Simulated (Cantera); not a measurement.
Mixture: C₃H₈ : O₂ : N₂ = 1 : 7.04 : 46.5 (molar parts), equivalence ratio 0.71, at 3.00 bar, adiabatic and at constant volume. Ignition delay is the time to a rise of 400 K.

Model: GRI-Mech 3.0 (53 species, 325 reactions), integrated in Cantera. GRI-Mech 3.0 was tuned for natural gas; its chemistry of propane as a main component is partial and can be far from experiment.

Question: What does this change do: O2 7.04 to 3.5 parts?

Answer: 
```
quantity                                                before       after
--------------------------------------------------  ----------  ----------
delay at 1225 K                                        2.85 ms     4.86 ms
delay at 1300 K                                       0.731 ms     1.27 ms
delay at 1375 K                                       0.227 ms    0.404 ms
delay at 1450 K                                        85.6 µs    0.154 ms
delay at 1525 K                                        38.4 µs     69.5 µs
delay at 1600 K                                        20.1 µs     36.3 µs
apparent activation energy between 1450 and 1600 K  190 kJ/mol  190 kJ/mol
```
